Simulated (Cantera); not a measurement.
Cantera with NASA thermochemical tables; ideal gases at 1 bar, condensed phases pure. Values are per mole of reaction as written; species without (g) are pure solids or liquids, kept so even where they would boil at 1 bar.

N2(g) + 4 CaO + 4 Cl2(g) → 2 NO2(g) + 4 CaCl2, with ΔH° = -574.4 kJ and ΔS° = -337.9 J/K at 300 K.

How far is the shortcut ΔG° ≈ ΔH°(300 K) − T·ΔS°(300 K) from the full temperature-dependent value at 2150, 2225, 2300, 2375, 2450 K?


```tsv
T (K)	shortcut (kJ)	full (kJ)	difference (kJ)	difference in log10 K	condensed phases
2150	152.0	-79.3	231.3	-5.62	CaO(s), CaCl2(l)
2225	177.3	-71.3	248.6	-5.84	CaO(s), CaCl2(l)
2300	202.7	-63.5	266.2	-6.04	CaO(s), CaCl2(l)
2375	228.0	-55.9	283.9	-6.24	CaO(s), CaCl2(l)
2450	253.3	-48.6	301.9	-6.44	CaO(s), CaCl2(l)
```
The shortcut ignores heat capacities and the phase changes listed.
